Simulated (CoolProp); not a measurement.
Vapour-liquid equilibrium of fluoroethane (R161) (1) + R1234yf (2) at 281.5 K; x and y are mole fractions of (1).

Values from CoolProp's multi-fluid Helmholtz-energy mixture model, Wu 2012 and Lemmon 2022; pair parameters Bell 2016.

```tsv
x	bubble pressure (MPa)	y at the bubble point	dew pressure at overall composition x (MPa)	liquid density (mol/L)
0.05	0.4256	0.070	0.4227	10.26
0.15	0.4455	0.199	0.4379	10.66
0.25	0.4645	0.316	0.4537	11.08
0.35	0.4825	0.424	0.4701	11.53
0.45	0.4994	0.523	0.4870	12.01
0.55	0.5150	0.616	0.5039	12.53
0.65	0.5295	0.704	0.5207	13.10
0.75	0.5427	0.790	0.5367	13.71
0.85	0.5547	0.873	0.5515	14.37
0.95	0.5654	0.957	0.5645	15.10
```

No azeotrope shows between x = 0.05 and 0.95.

Pair parameters are fitted to limited data, so mixtures are less certain than the pure fluids.
